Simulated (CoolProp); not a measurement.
Properties of dimethyl ether along the isotherm 340.1 K.

Model: reference Helmholtz-energy equation of state, Wu 2011, in CoolProp.

```tsv
p (bar)	phase	density (kg/m³)	cp (kJ/(kg K))	Joule-Thomson coefficient (K/MPa)	fugacity coefficient
1.58	gas	2.622	1.582	15.12	0.9821
3	gas	5.065	1.613	15.37	0.9661
5.68	gas	9.931	1.678	15.89	0.9359
10.8	gas	20.42	1.849	17.13	0.8784
20.4	liquid	586.5	2.764	0.1784	0.6774
38.7	liquid	593.9	2.695	0.1089	0.3756
73.4	liquid	605.9	2.603	0.01464	0.2176
139	liquid	623.9	2.499	-0.09576	0.1367
264	liquid	649.6	2.394	-0.2073	0.09907
500	liquid	683.9	2.305	-0.3031	0.09304
```
